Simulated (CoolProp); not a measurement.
Model: reference Helmholtz-energy equation of state, Smukala 2000, in CoolProp.

Question: For ethylene, give the phase and the cv (kJ/(kg K)), Joule-Thomson coefficient (K/MPa), fugacity coefficient at 244.2 K and 29.9 MPa.

Answer: 
- 244.2 K and 29.9 MPa: liquid; cv 1.36, Joule-Thomson coefficient -0.330, fugacity coefficient 0.119
